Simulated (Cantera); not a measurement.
What does this Cantera script print?

```python
import numpy as np
import cantera as ct

gas_names = """
    C CO CO2 C2 C2O C3 C3O2 C4 C5 Mg MgO Mg2 O O2 O3
""".split()
cond_names = """
    C(gr) Mg(cr) Mg(L) MgCO3(s) MgO(s) MgO(L)
""".split()


# ... load() reads the species with a 1 bar reference pressure and builds the phases ...
atoms = {
    'MgO': {'Mg': 1, 'O': 1},
    'CO': {'C': 1, 'O': 1},
}
top_T = {'C(gr)': 4500}  # K; cautious upper limits of use, not melting points


# ... equilibrate(T, P, feed) seeds the gas with the atoms and calls Mixture.equilibrate('TP', solver="vcs", rtol=1e-11, max_steps=5000) ...
results = []
feed = {'MgO': 1, 'CO': 1.8}  # mol
P = 1333.22  # Pa
for T in [1048, 1123, 1198, 1273, 1348, 1423, 1498, 1573, 1648, 1723, 1798]:
    mix = equilibrate(T, P, feed)
    results.append((T, P, feed, dict(zip(mix.species_names, mix.species_moles))))

top = {s: max(r[3][s] / sum(r[3][g] for g in gas_names) for r in results) for s in gas_names}
cols = sorted((s for s in top if top[s] > 0.0001), key=lambda s: -top[s])[:5]
seen = [c for c in cond_names if any(r[3].get(c, 0) > 1e-12 for r in results)]
print("log10 of partial pressures in bar; condensed amounts in mol")
print(f"{'T/K':>10s}" + "".join(f"{s[:9]:>10s}" for s in cols + seen))
for T, P, feed, n in results:
    ng = sum(n[g] for g in gas_names)
    print(f"{T:10.4g}" + "".join(f"{np.log10(max(n[s] / ng * P / 1e5, 1e-99)):10.3f}" for s in cols)
          + "".join(f"{n.get(c, 0):10.4g}" for c in seen))
```

It prints:

```
log10 of partial pressures in bar; condensed amounts in mol
       T/K        CO        Mg       CO2     C(gr)    MgO(s)
      1048    -1.876   -13.735    -4.407  0.005278         1
      1123    -1.875   -11.646    -4.970  0.001446         1
      1198    -1.875    -9.823    -5.462 0.0004661         1
      1273    -1.875    -8.218    -5.894 0.0001716         1
      1348    -1.875    -6.796    -6.276 4.992e-05         1
      1423    -1.875    -6.071    -6.071         0    0.9999
      1498    -1.875    -5.654    -5.654         0    0.9997
      1573    -1.875    -5.277    -5.277         0    0.9993
      1648    -1.876    -4.935    -4.935         0    0.9984
      1723    -1.877    -4.623    -4.623         0    0.9968
      1798    -1.878    -4.339    -4.339         0    0.9938
```

Method: chemical equilibrium by Gibbs-energy minimisation in Cantera with the NASA 1993 tables (ideal gas, pure condensed phases).
